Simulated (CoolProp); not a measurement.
Vapour-liquid equilibrium of o-xylene (1) + n-undecane (2) at 0.0609 bar; x and y are mole fractions of (1).

Model: multi-fluid Helmholtz-energy mixture model, Zhou 2012 and Aleksandrov 2011; pair parameters Bell 2016, in CoolProp.

```tsv
x	bubble temperature (K)	y at the bubble point	dew temperature at overall composition x (K)	liquid density (mol/L)
0.05	375.8	0.224	379.7	4.434
0.125	369.4	0.459	378.1	4.631
0.2	364.0	0.614	?	4.836
0.275	?	0.719	374.6	5.048
0.35	355.4	0.792	372.6	5.272
0.425	352.0	0.845	?	5.507
0.5	349.0	0.884	?	5.756
0.575	346.4	0.914	365.5	6.022
0.65	?	0.937	362.5	6.305
0.725	341.9	0.956	359.1	6.610
0.8	?	0.971	354.9	?
0.875	338.3	0.983	349.8	7.291
0.95	336.6	0.994	342.6	7.675
```

Question: Fill in the missing entries.

Answer: 
- 0.2, dew temperature at overall composition x (K): 376.4
- 0.275, bubble temperature (K): 359.4
- 0.425, dew temperature at overall composition x (K): 370.5
- 0.5, dew temperature at overall composition x (K): 368.1
- 0.65, bubble temperature (K): 344.0
- 0.8, bubble temperature (K): 340.0
- 0.8, liquid density (mol/L): 6.937

No azeotrope shows between x = 0.05 and 0.95.

The pair parameters rest on a limited set of measurements; away from them the model extrapolates.
